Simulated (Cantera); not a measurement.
A perfectly stirred reactor is fed with 0.268 % CH₃OH, 0.486 % O₂, 99.2 % N₂, at 3230 Torr; it is held at 1398 K, and followed from long to short residence time.

Model: GRI-Mech 3.0 (53 species, 325 reactions), integrated in Cantera. GRI-Mech 3.0 was tuned for natural gas; its chemistry of methanol as a main component is partial and can be far from experiment.

Q: Predict: x(CH₃OH) at τ = 1.40 s; x(O₂) at τ = 1.40 s; x(CO) at τ = 1.40 s; x(CH₃OH) at τ = 86.0 ms; x(O₂) at τ = 86.0 ms; x(CO) at τ = 86.0 ms; x(CH₄) at τ = 86.0 ms.

A: 
```json
{
 "x(CH₃OH) at τ = 1.40 s": "3.09e-7",
 "x(O₂) at τ = 1.40 s": "0.000851",
 "x(CO) at τ = 1.40 s": "1.86e-5",
 "x(CH₃OH) at τ = 86.0 ms": "1.56e-6",
 "x(O₂) at τ = 86.0 ms": "0.000911",
 "x(CO) at τ = 86.0 ms": "0.000115",
 "x(CH₄) at τ = 86.0 ms": "3.00e-9"
}
```
